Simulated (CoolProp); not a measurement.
Properties of dodecamethylpentasiloxane (MD3M) along the isobar 1.01 bar (Tc = 628.0 K, pc = 9.540 bar, ω = 0.730).

Values from CoolProp's reference Helmholtz-energy equation of state, Thol 2019.

| T (K) | phase | density (kg/m³) | cp (kJ/(kg K)) | cv (kJ/(kg K)) | Joule-Thomson coefficient (K/MPa) |
|---|---|---|---|---|---|
| 358.3 | liquid | 811.7 | 1.846 | 1.585 | -0.3780 |
| 374.1 | liquid | 796.1 | 1.880 | 1.622 | -0.3561 |
| 390 | liquid | 780.2 | 1.914 | 1.658 | -0.3319 |
| 405.8 | liquid | 764.1 | 1.948 | 1.694 | -0.3052 |
| 421.6 | liquid | 747.7 | 1.981 | 1.729 | -0.2751 |
| 437.5 | liquid | 730.7 | ___ | 1.764 | -0.2402 |
| 453.3 | liquid | 713.4 | 2.048 | 1.798 | -0.1996 |
| 469.2 | liquid | 695.3 | ___ | ___ | -0.1506 |
| 485 | liquid | 676.6 | 2.117 | 1.866 | -0.09058 |
| 500.9 | liquid | 656.8 | ___ | 1.900 | -0.01357 |

Problem. Fill in the missing entries.

Solution. 
- 437.5, cp (kJ/(kg K)): 2.014
- 469.2, cp (kJ/(kg K)): 2.082
- 469.2, cv (kJ/(kg K)): 1.833
- 500.9, cp (kJ/(kg K)): 2.154
